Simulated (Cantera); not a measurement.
Charge: 1 mol CuF2, 1.4 mol N2, equilibrated at 352 °C and 0.210 bar.

Method: chemical equilibrium by Gibbs-energy minimisation in Cantera with the NASA 1993 tables (ideal gas, pure condensed phases). Candidate condensed phases: Cu, CuF2; 11 gas species. The numbers say what is thermodynamically allowed, not how fast it happens.

Base state: N2 1.00 (mole fractions); condensed: CuF2(s).

Q: What changes in the equilibrium state with this change: CuF2 replaced by NaCl?

A: 
```csv
species,before,after
N2,1.00,1.00
"CuF2(s), mol",1.00,0
"NaCl(s), mol",0,1.00
```
Further candidate phases: Na, NaCl.
